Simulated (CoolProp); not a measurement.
Properties of methane along the isotherm 47.85 °C.

Computed with CoolProp (reference Helmholtz-energy equation of state, Setzmann 1991).

| p (kPa) | phase | density (kg/m³) | speed of sound (m/s) | Joule-Thomson coefficient (K/MPa) | expansivity (1/kK) | viscosity (µPa s) |
|---|---|---|---|---|---|---|
| 21.8 | gas | 0.1311 | 463.9 | 3.747 | 3.119 | 11.9 |
| 41.4 | gas | 0.2490 | 463.8 | 3.746 | 3.122 | 11.9 |
| 78.4 | gas | 0.4717 | 463.7 | 3.744 | 3.128 | 11.9 |
| 149 | gas | 0.8974 | 463.6 | 3.741 | 3.139 | 11.9 |
| 282 | gas | 1.701 | 463.3 | 3.733 | 3.161 | 11.9 |
| 534 | gas | 3.232 | 462.8 | 3.719 | 3.202 | 12.0 |
| 1010 | gas | 6.151 | 461.8 | 3.691 | 3.280 | 12.0 |
| 1920 | gas | 11.83 | 460.2 | 3.633 | 3.434 | 12.2 |
| 3640 | gas | 22.92 | 458.0 | 3.509 | 3.735 | 12.5 |
| 6900 | supercritical | 45.10 | 457.9 | 3.213 | 4.322 | 13.2 |

Viscosity comes from a separate model (Quiñones-Cisneros 2006).
